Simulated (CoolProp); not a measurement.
Vapour-liquid equilibrium of carbon dioxide (1) + R134a (2) at 263.9 K; x and y are mole fractions of (1).

Computed with CoolProp (multi-fluid Helmholtz-energy mixture model, Span 1996 and Tillner-Roth 1994; pair parameters Bell 2016).

```tsv
x	bubble pressure, mixture model (MPa)	bubble pressure, Raoult's law (MPa)	y, mixture model	y, Raoult's law
0.05	…	0.3316	0.324	0.408
0.2	0.6223	0.7064	…	0.766
0.35	…	1.081	0.838	0.876
0.5	1.359	1.456	0.900	0.929
0.65	1.734	1.831	…	0.961
0.8	2.121	2.206	…	0.981
0.95	…	2.581	…	0.996
```

Q: What belongs in the gaps?

A: 
- 0.05, bubble pressure, mixture model (MPa): 0.2987
- 0.2, y, mixture model: 0.708
- 0.35, bubble pressure, mixture model (MPa): 0.9856
- 0.65, y, mixture model: 0.938
- 0.8, y, mixture model: 0.966
- 0.95, bubble pressure, mixture model (MPa): 2.548
- 0.95, y, mixture model: 0.991

The largest gap from Raoult's law is -11.9 % in bubble pressure, at x = 0.2. No azeotrope shows between x = 0.05 and 0.95.

Pair parameters are fitted to limited data, so mixtures are less certain than the pure fluids.
